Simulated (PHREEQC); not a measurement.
## Buffer (model solution)

A solution holds 0.55 mol/kgw NaHSO4 and 0.2 mol/kgw KOH, at 75 °C. Closed to the air; pH follows from the charge balance.

Equilibrium calculation in PHREEQC: ion-association model, wateq4f.dat.

Precipitation was switched off in this run.

What pH, ionic strength does the model give?

pH 1.54; ionic strength 0.816 mol/kgw.

In which forms is Na present?

Na+ 88 %, NaSO4- 12 % of the Na.

Ionic strength above about 0.7 mol/kgw puts this run outside the model's range. Complexes and solids missing from the database can't appear. Constants without temperature data keep their 25 °C values here.
